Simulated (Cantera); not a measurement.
What does this Cantera script print?

```python
import numpy as np
import cantera as ct

gas_names = [...]  # 131 gases of nasa_gas.yaml made of C, H, O
cond_names = """
    C(gr) C6H6(L) C7H8(L) C8H18(L),n-octa H2O(s) H2O(L)
""".split()


# ... load() reads the species with a 1 bar reference pressure and builds the phases ...
atoms = {
    'C3H8': {'C': 3, 'H': 8},
    'CO2': {'C': 1, 'O': 2},
    'H2O': {'H': 2, 'O': 1},
}
top_T = {'C(gr)': 4500}  # K; cautious upper limits of use, not melting points


# ... equilibrate(T, P, feed) seeds the gas with the atoms and calls Mixture.equilibrate('TP', solver="vcs", rtol=1e-11, max_steps=5000) ...
results = []
feed = {'C3H8': 1, 'CO2': 0.51, 'H2O': 0.19}  # mol
P = 580  # Pa
for T in [3000, 3250, 3500, 3750, 4000, 4250, 4500, 4750, 5000]:
    mix = equilibrate(T, P, feed)
    results.append((T, P, feed, dict(zip(mix.species_names, mix.species_moles))))
    x = sorted(zip(gas.X, gas.species_names), reverse=True)
    print(f"T = {T:g} K  P = {P:g} Pa  gas = {mix.phase_moles(0):.4g} mol")
    print("   x: " + "  ".join(f"{s} {v:.3e}" for v, s in x if v > 0.001))
    print("   condensed (mol): " + ("  ".join(f"{mix.phase(i).name} {mix.phase_moles(i):.4g}"
          for i in range(1, mix.n_phases) if mix.phase_moles(i) > 1e-12) or "none"))
```

Output:

```
T = 3000 K  P = 580 Pa  gas = 9.18 mol
   x: H 6.779e-01  CO 1.318e-01  H2 1.069e-01  C3 5.379e-02  C 8.739e-03  C2H 7.248e-03  C2H2,acetylene 6.651e-03  C2 5.464e-03
   condensed (mol): C(gr) 0.323
T = 3250 K  P = 580 Pa  gas = 10.27 mol
   x: H 7.477e-01  CO 1.179e-01  C3 5.096e-02  C 3.399e-02  H2 3.147e-02  C2 1.254e-02  C2H 4.074e-03
   condensed (mol): none
T = 3500 K  P = 580 Pa  gas = 10.96 mol
   x: H 7.442e-01  CO 1.104e-01  C 8.979e-02  C3 2.716e-02  C2 1.735e-02  H2 9.213e-03  C2H 1.546e-03
   condensed (mol): none
T = 3750 K  P = 580 Pa  gas = 11.55 mol
   x: H 7.189e-01  C 1.541e-01  CO 1.047e-01  C2 1.256e-02  C3 6.343e-03  H2 2.983e-03
   condensed (mol): none
T = 4000 K  P = 580 Pa  gas = 11.8 mol
   x: H 7.079e-01  C 1.824e-01  CO 1.026e-01  C2 5.152e-03  H2 1.144e-03
   condensed (mol): none
T = 4250 K  P = 580 Pa  gas = 11.86 mol
   x: H 7.055e-01  C 1.899e-01  CO 1.019e-01  C2 1.889e-03
   condensed (mol): none
T = 4500 K  P = 580 Pa  gas = 11.88 mol
   x: H 7.046e-01  C 1.924e-01  CO 1.013e-01
   condensed (mol): none
T = 4750 K  P = 580 Pa  gas = 11.91 mol
   x: H 7.031e-01  C 1.945e-01  CO 9.929e-02  O 2.275e-03
   condensed (mol): none
T = 5000 K  P = 580 Pa  gas = 11.99 mol
   x: H 6.986e-01  C 1.995e-01  CO 9.250e-02  O 8.395e-03
   condensed (mol): none
```

These are equilibrium values from Cantera (NASA tables, ideal gas, pure condensed phases), not measurements of a reactor.
